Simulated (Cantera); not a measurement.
An adiabatic, constant-volume homogeneous reactor starts with C3H8 : O2 : N2 : H2O = 1 : 6.1 : 51.8 : 3.6 (molar parts), at 1475 K and 0.660 bar.

Computed with Cantera and GRI-Mech 3.0 (53 species, 325 reactions). GRI-Mech 3.0 was tuned for natural gas; its chemistry of propane as a main component is partial and can be far from experiment.

One state of this run: T (K) = 2403; P (bar) = 1.10; x C3H8 = <1e-12; x O2 = 0.0180; x H2O = 0.112; x CH2 = <1e-12; x N2O = 3.18e-7; x CH2O = 8.14e-12. x: mole fraction; the columns are a selection and need not sum to one.

**Question.** Which value of t (s) does it belong to?
A) 0.000213
B) 2.92e-5
C) 0.0305
D) 1.08e-5

**Answer.** C, 0.0305
